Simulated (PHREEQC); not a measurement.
A PHREEQC input (ion-association model, phreeqc.dat):

```
SOLUTION 1
  temp 25
  units mg/L
  pH 6.45
  pe 10.2
  Na 0.156
  K 0.0999 charge
  Ca 3.63
  Mg 0.297
  Cl 2.54
  S(6) 0.504 as SO4
  Alkalinity 7.89 as HCO3
  Zn 0.00474
  Si 0.291 as SiO2
END
USE solution 1
EQUILIBRIUM_PHASES 1
  Quartz 0 0.5
  CO2(g) -2.5 10
END
```

It stops with these messages:

```
WARNING: Maximum iterations exceeded, 100
WARNING: Maximum iterations exceeded, 100
WARNING: The program has failed to converge to a numerical solution.
ERROR:           Alkalinity has not converged. Total: 1.293058e-04	Calculated: 1.303656e-04	Residual: -1.059830e-06
ERROR: Is non-carbonate alkalinity greater than total alkalinity?
ERROR: Model failed to converge for initial solution  1.
```

What went wrong, and how is it mended?

The fault: charge balance asked on the minor ion K. The line should read `K 0.0999` where the input has `K 0.0999 charge`. With the mend the run ends at pH 6.42 and ionic strength 0.000321 mol/kgw.
